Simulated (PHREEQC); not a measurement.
A solution holds 14 mmol/kgw Cu(BF4)2 and 1.2 mmol/kgw HCl, at 20 °C. Closed to the air; pH follows from the charge balance.

Equilibrium calculation in PHREEQC: ion-association model, phreeqc.dat.

```json
{
  "pH": "2.69",
  "ionic_strength": "0.0439 mol/kgw",
  "total_alkalinity": "-85.2 meq/kg"
}
```

```
species    molality  activity   log γ
---------  --------  --------  ------
BF4-         0.0247    0.0205  -0.081
Cu+2         0.0137   0.00688  -0.300
HF          0.00490   0.00495   0.004
H+          0.00239   0.00206  -0.065
F-          0.00213   0.00175  -0.085
BF3OH-      0.00167   0.00139  -0.081
H3BO3       0.00123   0.00124   0.004
Cl-         0.00118  0.000975  -0.084
BF2(OH)2-  0.000385  0.000319  -0.081
CuF+       0.000252  0.000209  -0.081
HF2-        3.84e-5   3.19e-5  -0.081
CuCl+       1.70e-5   1.41e-5  -0.083
BF(OH)3-    9.88e-7   8.20e-7  -0.081
CuOH+       4.04e-8   3.34e-8  -0.083
CuCl2       6.90e-9   6.97e-9   0.004
```

This is a speciation only: nothing precipitates in the calculation. Complexes and solids missing from the database can't appear. Real BF4- forms and hydrolyses slowly; the run takes it at equilibrium.
